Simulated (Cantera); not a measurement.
Premixed flame

A freely propagating, adiabatic, planar premixed flame of 10.4 % CH₄, 18.8 % O₂, 70.8 % N₂, unburnt at 625 K and 1430 Torr; mixture-averaged transport, grid criteria slope 0.08 and curve 0.16, no radiation.

Cantera simulation using GRI-Mech 3.0 (53 species, 325 reactions); the numbers are that mechanism's predictions, not measurements. Burning velocities carry a grid error of a few per cent, more on coarse grids.

| z (mm) | T (K) | u (m/s) | x CH₄ | x O₂ | x CH₂ | x CH₂CO | x HO₂ | x H₂ |
|---|---|---|---|---|---|---|---|---|
| -0.576 | 625 | 1.17 | 0.103 | 0.188 | <1e-8 | <1e-8 | 7.43e-8 | 0.00116 |
| -0.384 | 627 | 1.18 | 0.103 | 0.188 | <1e-8 | 1.65e-8 | 1.09e-6 | 0.00341 |
| -0.288 | 636 | 1.20 | 0.102 | 0.187 | <1e-8 | 1.67e-7 | 6.50e-6 | 0.00631 |
| -0.192 | 699 | 1.33 | 0.0969 | 0.181 | <1e-8 | 2.78e-6 | 4.85e-5 | 0.0120 |
| -0.0960 | 1092 | 2.11 | 0.0688 | 0.147 | 2.71e-7 | 5.62e-5 | 0.000154 | 0.0215 |
| -0.0480 | 1507 | 2.95 | 0.0378 | 0.105 | 1.11e-5 | 0.000169 | 0.000193 | 0.0265 |
| 0 | 1895 | 3.74 | 0.00926 | 0.0554 | 7.94e-5 | 0.000169 | 0.000100 | 0.0275 |
| 0.0480 | 2066 | 4.08 | 0.000747 | 0.0265 | 3.26e-5 | 2.97e-5 | 1.84e-5 | 0.0230 |
| 0.0960 | 2115 | 4.16 | 3.07e-5 | 0.0163 | 2.14e-6 | 1.57e-6 | 7.46e-6 | 0.0200 |
| 0.192 | 2165 | 4.23 | 6.07e-8 | 0.0113 | <1e-8 | <1e-8 | 5.04e-6 | 0.0192 |
| 0.384 | 2227 | 4.33 | <1e-8 | 0.00873 | <1e-8 | <1e-8 | 3.57e-6 | 0.0183 |
| 0.768 | 2293 | 4.45 | <1e-8 | 0.00638 | <1e-8 | <1e-8 | 2.31e-6 | 0.0166 |
| 1.54 | 2351 | 4.54 | <1e-8 | 0.00424 | <1e-8 | <1e-8 | 1.39e-6 | 0.0149 |
x: mole fraction of selected species; z is measured from the peak of heat release.

```json
{
 "laminar_burning_velocity": "117 cm/s",
 "thermal_thickness": "0.192 mm",
 "peak x(CH₂)": "8.31e-5",
 "peak x(CH₂CO)": "0.000208",
 "peak x(HO₂)": "0.000193",
 "peak x(H₂)": "0.0280"
}
```
